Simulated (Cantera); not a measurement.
A closed system holds: 1 mol PbO, 0.78 mol CO, at 2250 K and 0.133 bar.

Method: chemical equilibrium by Gibbs-energy minimisation in Cantera with the NASA 1993 tables (ideal gas, pure condensed phases). Candidate condensed phases: C, Pb, PbO, PbO₂, Pb₃O₄; 15 gas species. Gases not in the tables: (PbO)n polymers. Equilibrium is a limit: real reactors are often held back by kinetics, nucleation or transport.

Base state: Pb 0.410, CO₂ 0.369, PbO 0.140, CO 0.0603, O₂ 0.0199, O 0.00143, Pb₂ 7.01e-5 (mole fractions); condensed: gas only.

**Question.** What changes in the equilibrium state with this change: CO from 0.78 to 1.3 mol?

**Answer.** 
```tsv
species	before	after
Pb	0.410	0.388
CO₂	0.369	0.383
CO	0.0603	0.181
PbO	0.140	0.0458
O₂	0.0199	0.00238
O	0.00143	0.000493
Pb₂	7.01e-5	6.28e-5
```
